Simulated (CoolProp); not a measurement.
Carbon dioxide at 298.15 K and 9.8 MPa is throttled through a valve to 2.22 MPa with no heat exchange. Each further row changes one setting.

Values from CoolProp's reference Helmholtz-energy equation of state, Span 1996.

| case | temperature change (K) | final phase | final density (kg/m³) |
|---|---|---|---|
| as stated | -41.1 | two-phase, vapour fraction 0.343 | 154 |
| outlet pressure 0.666 MPa | -75.6 | … | … |
| outlet pressure 2.89 MPa | -31.9 | two-phase, vapour fraction 0.293 | … |

Complete the blanks.


- outlet pressure 0.666 MPa, final phase: two-phase, vapour fraction 0.485
- outlet pressure 0.666 MPa, final density (kg/m³): 35.6
- outlet pressure 2.89 MPa, final density (kg/m³): 224
